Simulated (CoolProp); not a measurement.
CH2F2 (R32) along the isotherm 372.4 K: Z from the reference equation and from simpler models built on Tc = 351.3 K, pc = 5783 kPa, ω = 0.277; each cubic takes its own stable root.

Computed with CoolProp (reference Helmholtz-energy equation of state, Tillner-Roth 1997).

```
p (kPa)          phase  reference
-------  -------------  ---------
789                gas     0.9562
1580               gas     0.9104
2370               gas     0.8625
3150               gas     0.8125
3940               gas     0.7585
4730               gas     0.7003
5520               gas     0.6363
6310     supercritical     0.5645
7100     supercritical     0.4817
7890     supercritical     0.3893
8670     supercritical     0.3199
```

Task: How far does each simpler model (Soave-Redlich-Kwong, Peng-Robinson) lie from the reference over these 11 states: mean and median of the absolute difference, and the worst?

Result: 
- Soave-Redlich-Kwong: mean 7.8 %, median 4.5 %, worst +29.3 % at 372.4 K and 8670 kPa
- Peng-Robinson: mean 3.8 %, median 0.8 %, worst +20.7 % at 372.4 K and 8670 kPa
